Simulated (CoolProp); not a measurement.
Saturation properties of dimethyl carbonate.

Computed with CoolProp (reference Helmholtz-energy equation of state, Zhou 2011).

```json
[
 {"T (K)": "304.2", "p (bar)": "0.09836", "liquid density (kg/m³)": "1055", "vapour density (kg/m³)": "0.3521", "enthalpy of vaporisation (kJ/kg)": "415.2", "liquid cp (kJ/(kg K))": "1.841"},
 {"T (K)": "310.4", "p (bar)": "(withheld)", "liquid density (kg/m³)": "1047", "vapour density (kg/m³)": "0.4643", "enthalpy of vaporisation (kJ/kg)": "411.1", "liquid cp (kJ/(kg K))": "1.850"},
 {"T (K)": "316.6", "p (bar)": "0.1752", "liquid density (kg/m³)": "1039", "vapour density (kg/m³)": "0.6043", "enthalpy of vaporisation (kJ/kg)": "407.0", "liquid cp (kJ/(kg K))": "1.860"},
 {"T (K)": "322.8", "p (bar)": "0.2292", "liquid density (kg/m³)": "1030", "vapour density (kg/m³)": "0.7768", "enthalpy of vaporisation (kJ/kg)": "402.9", "liquid cp (kJ/(kg K))": "1.871"},
 {"T (K)": "328.9", "p (bar)": "(withheld)", "liquid density (kg/m³)": "1022", "vapour density (kg/m³)": "0.9833", "enthalpy of vaporisation (kJ/kg)": "398.9", "liquid cp (kJ/(kg K))": "1.882"},
 {"T (K)": "335.1", "p (bar)": "0.3771", "liquid density (kg/m³)": "1013", "vapour density (kg/m³)": "1.236", "enthalpy of vaporisation (kJ/kg)": "394.8", "liquid cp (kJ/(kg K))": "1.895"},
 {"T (K)": "341.3", "p (bar)": "0.4767", "liquid density (kg/m³)": "1005", "vapour density (kg/m³)": "1.539", "enthalpy of vaporisation (kJ/kg)": "390.6", "liquid cp (kJ/(kg K))": "1.907"},
 {"T (K)": "347.5", "p (bar)": "0.5967", "liquid density (kg/m³)": "996.3", "vapour density (kg/m³)": "1.898", "enthalpy of vaporisation (kJ/kg)": "386.5", "liquid cp (kJ/(kg K))": "1.921"},
 {"T (K)": "353.7", "p (bar)": "0.7399", "liquid density (kg/m³)": "987.6", "vapour density (kg/m³)": "2.320", "enthalpy of vaporisation (kJ/kg)": "382.2", "liquid cp (kJ/(kg K))": "1.935"},
 {"T (K)": "359.9", "p (bar)": "0.9094", "liquid density (kg/m³)": "978.8", "vapour density (kg/m³)": "2.813", "enthalpy of vaporisation (kJ/kg)": "(withheld)", "liquid cp (kJ/(kg K))": "1.950"},
 {"T (K)": "366.1", "p (bar)": "1.108", "liquid density (kg/m³)": "969.9", "vapour density (kg/m³)": "(withheld)", "enthalpy of vaporisation (kJ/kg)": "373.7", "liquid cp (kJ/(kg K))": "1.965"}
]
```

Problem. Fill in the missing entries.

Solution. 
- 310.4, p (bar): 0.1322
- 328.9, p (bar): 0.2951
- 359.9, enthalpy of vaporisation (kJ/kg): 378.0
- 366.1, vapour density (kg/m³): 3.385

It boils at 363.3 K under 1 atm.
